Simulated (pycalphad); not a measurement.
CALPHAD calculation (pycalphad, COST 507 light-alloy database (1999)), 1 atm. These are 1990s assessments: newer ones move some temperatures and phases. Amounts are mole fractions of atoms. Kinetics are ignored, which matters at the lower temperatures.

**Question.** Give the equilibrium state of Ti-0.2161B (wt.%) at 577 °C.

**Answer.** HCP_A3, fraction 0.982, with 0.02 B wt.%; BM, fraction 0.018, with 18.4 B wt.%.

**Question.** Give the equilibrium state of Ti-0.2161B (wt.%) at 977 °C.

**Answer.** BCC_A2, fraction 0.984, with 0.03 B wt.%; BM, fraction 0.016, with 18.4 B wt.%.

Database names, with the compositions (at.%) that they take in these runs: BM: Ti 50 B 50. BCC_A2 is bcc; HCP_A3 is hcp.
